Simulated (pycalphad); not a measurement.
Source of the numbers: pycalphad with the COST 507 light-alloy database (1999); pressure 1 atm. These are 1990s assessments: newer ones move some temperatures and phases. Amounts are mole fractions of atoms.

Question: Give the equilibrium state of Al-1.26N (at.%) at 457 °C.

Answer: fcc, fraction 0.975, with <0.01 N at.%; ALN, fraction 0.025, with 50.0 N at.%.

Question: Give the equilibrium state of Al-1.26N (at.%) at 1457 °C.

Answer: liquid, fraction 0.977, with 0.09 N at.%; ALN, fraction 0.023, with 50.0 N at.%.

Database names, with the compositions (at.%) that they take in these runs: ALN: Al 50 N 50.
